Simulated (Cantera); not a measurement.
An isothermal plug-flow reactor at 800 K and 2.17 atm (inlet), inlet velocity 0.51 m/s, active area per volume 120 1/m; feed CO : O2 : N2 = 0.011 : 0.18 : 0.79 (molar parts).

Model: Deutschmann's 1995 Pt surface mechanism with GRI-Mech 3.0 gas chemistry, integrated in Cantera. Catalytic surfaces can have several steady states; this one follows from the mechanism file's or the stated starting coverage. Mass transfer to the wall is taken as infinitely fast.

What does this change do: temperature 800 to 723 K?


```json
[
 {"quantity": "x(CO) at z = 0.029 m", "before": "0.00197", "after": "0.00710"},
 {"quantity": "x(O2) at z = 0.029 m", "before": "0.180", "after": "0.182"},
 {"quantity": "x(H2O) at z = 0.029 m", "before": "<1e-12", "after": "<1e-12"},
 {"quantity": "x(CO2) at z = 0.029 m", "before": "0.00929", "after": "0.00413"},
 {"quantity": "θ(free Pt) at the exit", "before": "0.0223", "after": "0.0103"},
 {"quantity": "θ(O*) at the exit", "before": "0.977", "after": "0.988"}
]
```

What does this change do: pressure from 2.17 atm to 1.18 atm?


```
quantity                 before     after
----------------------  -------  --------
x(CO) at z = 0.029 m    0.00197  0.000968
x(O2) at z = 0.029 m      0.180     0.179
x(H2O) at z = 0.029 m    <1e-12    <1e-12
x(CO2) at z = 0.029 m   0.00929    0.0103
θ(free Pt) at the exit   0.0223    0.0277
θ(O*) at the exit         0.977     0.972
```
